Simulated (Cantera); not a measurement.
**Low-pressure radical oxidation in H2/O2**

An isothermal, constant-pressure homogeneous reactor starts with H2 : O2 : N2 = 0.011 : 1 : 3.9 (molar parts), equivalence ratio 0.0055, at 1000 K and 0.0133 bar.

Cantera simulation using GRI-Mech 3.0 (53 species, 325 reactions); the numbers are that mechanism's predictions, not measurements. Radical loss at walls, strong at low pressure, is not modelled.

```csv
t (s),x H2,x O2,x O,x H,x N2O,x OH,x H2O2
0.000700,0.00224,0.204,1.24e-12,1.98e-12,<1e-12,1.15e-12,<1e-12
0.00163,0.00224,0.204,5.06e-12,3.38e-12,<1e-12,4.24e-12,<1e-12
0.00382,0.00224,0.204,2.02e-11,6.68e-12,<1e-12,1.42e-11,<1e-12
0.00891,0.00224,0.204,1.06e-10,2.25e-11,<1e-12,6.16e-11,<1e-12
0.0208,0.00224,0.204,1.54e-9,2.77e-10,<1e-12,8.21e-10,<1e-12
0.0485,0.00224,0.204,4.80e-7,8.52e-8,<1e-12,2.54e-7,1.33e-12
0.113,0.000247,0.202,0.00111,0.000271,5.28e-10,0.000191,2.35e-8
0.265,9.09e-6,0.202,0.000806,6.00e-5,3.26e-9,6.08e-5,4.33e-9
0.618,3.33e-6,0.203,0.000336,1.53e-5,5.96e-9,3.72e-5,3.84e-9
1.44,9.37e-7,0.203,9.92e-5,2.41e-6,7.85e-9,1.99e-5,3.29e-9
3.37,2.08e-7,0.203,2.34e-5,2.76e-7,8.91e-9,9.67e-6,2.31e-9
7.86,4.22e-8,0.203,5.09e-6,2.82e-8,9.44e-9,4.54e-6,1.14e-9
18.3,8.95e-9,0.203,1.16e-6,3.09e-9,9.71e-9,2.18e-6,4.11e-10
42.8,2.15e-9,0.203,2.97e-7,4.02e-10,9.84e-9,1.11e-6,1.30e-10
100,5.98e-10,0.203,8.76e-8,6.44e-11,9.91e-9,6.02e-7,4.19e-11
```
x: mole fraction; the columns are a selection and need not sum to one.

Equilibrium at this temperature and pressure: H2 3.79e-12, O2 0.203, O 6.17e-10, H <1e-12, N2O 2.96e-10, OH 5.04e-8, H2O2 <1e-12 (gas phase only).
